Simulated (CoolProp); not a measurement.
The fluoroketone C6F12O (FK-5-1-12) along the isobar 0.376 MPa: Z from the reference equation and from simpler models built on Tc = 441.8 K, pc = 1.869 MPa, ω = 0.471; each cubic takes its own stable root.

Model: reference Helmholtz-energy equation of state, McLinden 2015, in CoolProp.

| T (K) | phase | reference | van der Waals | Soave-Redlich-Kwong | Peng-Robinson |
|---|---|---|---|---|---|
| 288.9 | liquid | 0.03033 | 0.05179 | 0.03318 | 0.02939 |
| 295.3 | liquid | 0.03002 | 0.05127 | 0.03283 | 0.02907 |
| 301.8 | liquid | 0.02973 | 0.05081 | 0.03252 | 0.02878 |
| 308.3 | liquid | 0.02947 | ? | ? | 0.02853 |
| 314.8 | liquid | 0.02924 | 0.8459 | 0.03201 | 0.02831 |
| 321.2 | liquid | 0.02904 | 0.8542 | 0.03183 | 0.02813 |
| 327.7 | liquid | 0.02887 | 0.8620 | 0.03169 | 0.02799 |
| 334.2 | liquid | 0.02873 | ? | 0.03159 | 0.02789 |
| 340.7 | liquid | 0.02862 | 0.8757 | 0.03155 | 0.02784 |
| 347.1 | liquid | 0.02854 | 0.8817 | 0.03156 | 0.02784 |

Problem. Some entries are withheld; supply them.

Solution. 
- 308.3, van der Waals: 0.05040
- 308.3, Soave-Redlich-Kwong: 0.03224
- 334.2, van der Waals: 0.8691

At some of these states van der Waals gives the other phase, because its saturation line lies elsewhere.
